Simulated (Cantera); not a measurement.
Standard-state values (1 bar) from the NASA 1993 polynomials, evaluated with Cantera. Values are per mole of reaction as written; species without (g) are pure solids or liquids, kept so even where they would boil at 1 bar.

Problem. Between 573 and 2573 K, where is each reaction favourable under standard conditions?
- 2 OH(g) + V2O3 = V2O5 + H2(g)

Solution. 
- 2 OH(g) + V2O3 = V2O5 + H2(g): ΔG° is -294 kJ at 573 K and -9 kJ at 2573 K; it stays negative (K > 1). ΔH° is -459 kJ and ΔS° -175 J/K at 2573 K.
